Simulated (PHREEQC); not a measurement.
Acid mine or pickling water: an equilibrium model

Synthetic water in mmol/kgw, 25 °C, pH 2.4, pe 10.2: Na 6.39; K 0.296; Ca 20.6; Mg 0.824; Cl 14.5; S(6) 21.7; Mn(2) 0.011; Fe(3) 0.0151.

Valence states are taken as typed.

Equilibrium calculation in PHREEQC: ion-association model, phreeqc.dat.

Each row changes one thing in this solution. No solid was allowed to form.

```csv
case,ionic strength (mol/kgw),HSO4- (mol/kgw),MgSO4 (mol/kgw),CaHSO4+ (mol/kgw),FeSO4+ (mol/kgw),KSO4- (mol/kgw),SI of Gypsum (CaSO4:2H2O),SI of Goethite (FeOOH)
as made,0.0699,0.00255,0.000290,0.000193,1.19e-5,1.03e-5,+0.10,+1.42
Mn(2) from 0.011 to 0.0055 mmol/kgw,0.0699,0.00255,0.000290,0.000193,1.19e-5,1.04e-5,+0.10,+1.42
temperature from 25 to 5 °C at the same typed pH,0.0722,0.00187,0.000213,0.000147,1.19e-5,7.88e-6,+0.18,+0.82
Fe(3) from 0.0151 to 0.0453 mmol/kgw,0.0699,0.00255,0.000290,0.000193,3.56e-5,1.03e-5,+0.10,+1.89
```

Some of these states are supersaturated (in Gypsum, Hematite (slow to form), for instance). Constants without temperature data keep their 25 °C values here.
